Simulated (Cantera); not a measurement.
A perfectly stirred reactor is fed with C₃H₈ : H₂ = 1 : 6.2 (molar parts), at 170 Pa; it is held at 1450 K, and followed from long to short residence time.

Model: GRI-Mech 3.0 (53 species, 325 reactions), integrated in Cantera. GRI-Mech 3.0 was tuned for natural gas; its chemistry of propane as a main component is partial and can be far from experiment. GRI-Mech 3.0 stops at C3 and has no aromatics, soot or wall deposition, so with more carbon than oxygen in the feed, carbon stays in small species such as C2H2 where larger ones or solid carbon would form. Radical loss at walls, strong at low pressure, is not modelled.

**Question.** What does this change do: pressure from 170 Pa to 13300 Pa?

**Answer.** 
| quantity | before | after |
|---|---|---|
| x(C₃H₈) at τ = 1.60 s | 0.000368 | 4.64e-5 |
| x(H₂) at τ = 1.60 s | 0.791 | 0.803 |
| x(CH₂) at τ = 1.60 s | 7.06e-7 | 6.10e-9 |
| x(C₂H₆) at τ = 1.60 s | 6.21e-5 | 4.44e-5 |
| x(C₂H₄) at τ = 1.60 s | 0.00830 | 0.00766 |
| x(C₃H₈) at τ = 28.0 ms | 0.0127 | 0.00122 |
| x(H₂) at τ = 28.0 ms | 0.767 | 0.780 |
| x(CH₂) at τ = 28.0 ms | 2.94e-6 | 7.74e-8 |
| x(C₂H₆) at τ = 28.0 ms | 0.000485 | 0.000323 |
| x(C₂H₄) at τ = 28.0 ms | 0.0704 | 0.0302 |

**Question.** What does this change do: temperature 1450 to 1400 K?

**Answer.** 
```
quantity                  before     after
----------------------  --------  --------
x(C₃H₈) at τ = 1.60 s   0.000368  0.000627
x(H₂) at τ = 1.60 s        0.791     0.784
x(CH₂) at τ = 1.60 s     7.06e-7   3.96e-7
x(C₂H₆) at τ = 1.60 s    6.21e-5   8.26e-5
x(C₂H₄) at τ = 1.60 s    0.00830    0.0142
x(C₃H₈) at τ = 28.0 ms    0.0127    0.0195
x(H₂) at τ = 28.0 ms       0.767     0.771
x(CH₂) at τ = 28.0 ms    2.94e-6   1.90e-6
x(C₂H₆) at τ = 28.0 ms  0.000485  0.000624
x(C₂H₄) at τ = 28.0 ms    0.0704    0.0788
```
